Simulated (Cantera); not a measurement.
A perfectly stirred reactor is fed with H2 : O2 = 0.04 : 1 (molar parts), equivalence ratio 0.020, at 10.00 Torr; it is held at 1250 K, and followed from long to short residence time.

Cantera simulation using the H2/O2 subset of GRI-Mech 3.0, which has no nitrogen chemistry; the numbers are that mechanism's predictions, not measurements. Radical loss at walls, strong at low pressure, is not modelled. The temperature is held fixed by assumption; the heat of reaction is taken as removed at once.

### Question
What does this change do: O2 1 to 0.2 parts?

### Answer
```csv
quantity,before,after
x(H2) at τ = 2.70 s,7.05e-5,0.000295
x(O2) at τ = 2.70 s,0.958,0.816
x(OH) at τ = 2.70 s,0.000890,0.00187
x(H) at τ = 2.70 s,8.75e-5,0.000209
x(O) at τ = 2.70 s,0.00194,0.00188
x(H2) at τ = 17.0 ms,0.00124,0.00587
x(O2) at τ = 17.0 ms,0.937,0.773
x(OH) at τ = 17.0 ms,0.00331,0.00848
x(H) at τ = 17.0 ms,0.00366,0.0204
x(O) at τ = 17.0 ms,0.0211,0.0381
```

### Question
What does this change do: H2 0.04 to 0.14 parts?

### Answer
```tsv
quantity	before	after
x(H2) at τ = 2.70 s	7.05e-5	0.000216
x(O2) at τ = 2.70 s	0.958	0.867
x(OH) at τ = 2.70 s	0.000890	0.00163
x(H) at τ = 2.70 s	8.75e-5	0.000178
x(O) at τ = 2.70 s	0.00194	0.00196
x(H2) at τ = 17.0 ms	0.00124	0.00407
x(O2) at τ = 17.0 ms	0.937	0.827
x(OH) at τ = 17.0 ms	0.00331	0.00710
x(H) at τ = 17.0 ms	0.00366	0.0150
x(O) at τ = 17.0 ms	0.0211	0.0359
```
